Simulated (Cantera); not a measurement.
Input: 1 mol TEOS, 11 mol N2O, at 1327 °C and 0.160 bar.

These are equilibrium values from Cantera (NASA tables, ideal gas, pure condensed phases), not measurements of a reactor. The feed counts by its element totals alone. The tables hold silica as quartz up to 1696 K and as liquid above; real silica turns to tridymite and cristobalite and melts near 1996 K. Gases not in the tables: Si(OH)4. Equilibrium is a limit: real reactors are often held back by kinetics, nucleation or transport.

```json
[
 {"species": "N2", "before": "0.379", "after": "0.423"},
 {"species": "H2", "before": "0.217", "after": "0.285"},
 {"species": "CO", "before": "0.231", "after": "0.215"},
 {"species": "H2O", "before": "0.127", "after": "0.0615"},
 {"species": "CO2", "before": "0.0450", "after": "0.0155"},
 {"species": "H", "before": "6.34e-5", "after": "7.25e-5"},
 {"species": "SiO2(β-quartz), mol", "before": "1.000", "after": "2.00"}
]
```
Gas species are given as mole fractions.

Task: Which change was made?
A) temperature from 1327 °C to 600 °C
B) temperature from 1327 °C to 1027 °C
C) temperature from 1327 °C to 500 °C
D) TEOS replaced by HMDSO

Result: D, TEOS replaced by HMDSO
